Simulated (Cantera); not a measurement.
Feed: 1 mol BCl3, 6.2 mol H2O, at 9.75 Torr.

Method: chemical equilibrium by Gibbs-energy minimisation in Cantera with the NASA 1993 tables (ideal gas, pure condensed phases). Candidate condensed phases: B, B2O3, B3O3H3, H2O; 33 gas species. Gases not in the tables: H3BO3. Kinetics and transport are ignored.

### Question
Which condensed phases are stable at each of these points (T (K)): 948, 1048, 1148, 1248, 1348, 1448, 1548, 1648, 1748?

### Answer
```tsv
T (K)	condensed phases	B condensed (%)
948	B2O3(l)	95.4
1048	B2O3(l)	96.9
1148	B2O3(l)	96.2
1248	B2O3(l)	90.3
1348	B2O3(l)	71.0
1448	B2O3(l)	20.6
1548	gas only	0.0
1648	gas only	0.0
1748	gas only	0.0
```

From 948 K to 1448 K the condensed part is B2O3(l). From 1548 K to 1748 K nothing is condensed.
